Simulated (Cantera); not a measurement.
Mixture: 4.85 % CH4, 2.38 % CO, 13.6 % O2, 79.1 % N2, equivalence ratio 0.80, at 750 Torr, adiabatic and at constant pressure. Ignition delay is the time to a rise of 400 K.

Model: GRI-Mech 3.0 (53 species, 325 reactions), integrated in Cantera.

Question: Predict: delay at 1075 K; delay at 1150 K; delay at 1225 K; delay at 1300 K; delay at 1375 K; delay at 1450 K; apparent activation energy between 1300 and 1450 K.

Answer: delay at 1075 K: 0.543 s
delay at 1150 K: 0.153 s
delay at 1225 K: 48.0 ms
delay at 1300 K: 16.5 ms
delay at 1375 K: 6.18 ms
delay at 1450 K: 2.55 ms
apparent activation energy between 1300 and 1450 K: 190 kJ/mol
